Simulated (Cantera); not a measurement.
Standard-state values (1 bar) from the NASA 1993 polynomials, evaluated with Cantera. Values are per mole of reaction as written; species without (g) are pure solids or liquids, kept so even where they would boil at 1 bar.

Question: Between 675 and 2175 K, where is each reaction favourable under standard conditions?
- 2 F(g) = F₂(g)
- 3 O₂(g) = 2 O₃(g)

Answer: 
- 2 F(g) = F₂(g): ΔG° is -79 kJ at 675 K and 112 kJ at 2175 K; it changes sign between 1275 and 1425 K. ΔH° is -169 kJ and ΔS° -129 J/K at 2175 K.
- 3 O₂(g) = 2 O₃(g): ΔG° is 377 kJ at 675 K and 577 kJ at 2175 K; it stays positive (K < 1). ΔH° is 301 kJ and ΔS° -127 J/K at 2175 K.
